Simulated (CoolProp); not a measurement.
A Linde-Hampson liquefier for dry air: isothermal reversible compression at 300 K from 1 atm to 15 MPa, throttling to 1 atm, return gas leaving the recuperator 2 K below the feed. Each further row changes one setting.

Computed with CoolProp (reference Helmholtz-energy equation of state, Lemmon 2000). It is a pseudo-pure fit of the blend.

```
case                        liquid yield per pass  compression work (kJ/kg of gas)
--------------------------  ---------------------  -------------------------------
as stated                                     ___                              429
high pressure 30 MPa                          ___                              ___
warm-end temperature 330 K                    ___                              474
warm-end gap 7 K                              ___                              429
```

Complete the blanks.


- as stated, liquid yield per pass: 0.062
- high pressure 30 MPa, liquid yield per pass: 0.095
- high pressure 30 MPa, compression work (kJ/kg of gas): 491
- warm-end temperature 330 K, liquid yield per pass: 0.045
- warm-end gap 7 K, liquid yield per pass: 0.050
